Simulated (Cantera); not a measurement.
Ignition delay

Mixture: C₂H₄ : O₂ : N₂ : CO₂ = 1 : 3.61 : 9.4 : 2.8 (molar parts), equivalence ratio 0.83, at 4.93 atm, adiabatic and at constant pressure. Ignition delay is the time to a rise of 400 K.

Model: GRI-Mech 3.0 (53 species, 325 reactions), integrated in Cantera. GRI-Mech 3.0 was tuned for natural gas; its chemistry of ethylene as a main component is partial and can be far from experiment. Where the delays flatten at high temperature, the 400 K rule measures the pace of heat release, not the induction time.

```
T0 (K)  delay (ms)
------  ----------
1298        0.0884
1398        0.0191
1498       0.00885
1598       0.00535
1698       0.00366
1798       0.00268
1898       0.00205
1998       0.00161
2098       0.00130
```

| Item | Result |
|---|---|
| apparent activation energy between 1898 and 2098 K | 76 kJ/mol |
